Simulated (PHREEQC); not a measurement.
A solution holds 0.012 mol HCl, 8.8e-05 mol CaCl2 and 0.0033 mol CuCl2 per kg of water, at 25 °C. Closed to the air; pH follows from the charge balance.

Computed with PHREEQC (ion-association model, phreeqc.dat).

| quantity | before | after |
|---|---|---|
| pH | 1.97 | 2.87 |
| ionic strength (mol/kgw) | 0.0220 | 0.0281 |
| Cu+2 (mol/kgw) | 0.00320 | 0.00303 |
| CuCl+ (mol/kgw) | 9.39e-5 | 8.42e-5 |
| CuCl2 (mol/kgw) | 6.99e-7 | 6.07e-7 |
| CuOH+ (mol/kgw) | 2.03e-9 | 1.47e-8 |

Problem. Which change was made?
A. 0.017 mol/kgw NaF added
B. CaCl2 from 8.8e-05 to 4.4e-05 mol/kgw
C. CuCl2 from 0.0033 to 0.033 mol/kgw
D. HCl from 0.012 to 0.024 mol/kgw

Solution. A, 0.017 mol/kgw NaF added

No solid was allowed to form. Some of these states are supersaturated (in Fluorite, for instance).
